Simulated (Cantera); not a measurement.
A freely propagating, adiabatic, planar premixed flame of CH4 : H2 : O2 : N2 = 1 : 0.034 : 1.34 : 5.06 (molar parts), equivalence ratio 1.5, unburnt at 300 K and 7.80 atm; mixture-averaged transport, grid criteria slope 0.08 and curve 0.16, no radiation.

Computed with Cantera and GRI-Mech 3.0 (53 species, 325 reactions). Burning velocities carry a grid error of a few per cent, more on coarse grids.

```json
[
 {"quantity": "laminar burning velocity", "before": "5.87 cm/s", "after": "8.96 cm/s"},
 {"quantity": "thermal thickness", "before": "0.299 mm", "after": "0.255 mm"},
 {"quantity": "peak x(CH2O)", "before": "0.00147", "after": "0.00148"},
 {"quantity": "peak x(C2H6)", "before": "0.00103", "after": "0.00109"}
]
```

**Question.** Which change was made?
A. inlet temperature 300 to 375 K
B. inlet temperature 300 to 523 K
C. N2 5.06 to 6.5 parts
D. inlet temperature 300 to 325 K

**Answer.** A, inlet temperature 300 to 375 K
